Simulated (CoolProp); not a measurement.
Vapour-liquid equilibrium of R125 (1) + R236EA (2) at 29.45 °C; x and y are mole fractions of (1).

The numbers come from the multi-fluid Helmholtz-energy mixture model, Lemmon 2005 and Rui 2013; pair parameters Bell 2016 in CoolProp.

| x | bubble pressure, mixture model (MPa) | bubble pressure, Raoult's law (MPa) | y, mixture model | y, Raoult's law |
|---|---|---|---|---|
| 0.05 | 0.3006 | 0.3052 | ? | 0.253 |
| 0.2 | 0.4817 | 0.5012 | ? | 0.617 |
| 0.35 | 0.6630 | 0.6972 | 0.723 | 0.776 |
| 0.5 | ? | 0.8933 | 0.819 | 0.866 |
| 0.65 | ? | 1.089 | ? | 0.923 |
| 0.8 | 1.242 | 1.285 | 0.939 | 0.963 |
| 0.95 | 1.465 | 1.481 | ? | 0.992 |

**Question.** Complete the blanks.

**Answer.** 
- 0.05, y, mixture model: 0.225
- 0.2, y, mixture model: 0.564
- 0.5, bubble pressure, mixture model (MPa): 0.8475
- 0.65, bubble pressure, mixture model (MPa): 1.039
- 0.65, y, mixture model: 0.886
- 0.95, y, mixture model: 0.985

The largest gap from Raoult's law is -5.1 % in bubble pressure, at x = 0.5. No azeotrope shows between x = 0.05 and 0.95.

The pair parameters rest on a limited set of measurements; away from them the model extrapolates.
